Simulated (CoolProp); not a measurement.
Values from CoolProp's reference Helmholtz-energy equation of state, Lemmon 2003. It is a pseudo-pure fit of the blend.

Question: For R404A, give the phase and the density (kg/m³), expansivity (1/kK) at 272.3 K and 6130 kPa.

Answer: 
- 272.3 K and 6130 kPa: liquid; density 1180, expansivity 2.83
